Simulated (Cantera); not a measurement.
A closed system holds: 1 mol SiC, 0.11 mol N₂O, 280 mol N₂, held at 1950 K and 0.0100 bar.

Cantera equilibrium calculation (NASA polynomials, part measured and part estimated; ideal gas, pure solids and liquids). Candidate condensed phases: C, Si, SiC, SiO₂, Si₂N₂O, Si₃N₄; 34 gas species. Rates play no part.

Base state: N₂ 0.999, CO 0.000366, Si 0.000321, SiO 2.67e-5 (mole fractions); condensed: SiC(s).

Problem. What changes in the equilibrium state with this change: temperature from 1950 K to 1248 K?

Solution. 
| species | before | after |
|---|---|---|
| N₂ | 0.999 | 1.000 |
| CO | 0.000366 | 9.48e-6 |
| SiO | 2.67e-5 | 1.21e-9 |
| Si | 0.000321 | <1e-9 |
| SiC(s), mol | 0.894 | 0 |
| C(graphite), mol | 0 | 0.997 |
| Si₂N₂O(s), mol | 0 | 0.107 |
| Si₃N₄(s), mol | 0 | 0.262 |
Mutual solubility and eutectic melting of coexisting phases are not modelled.
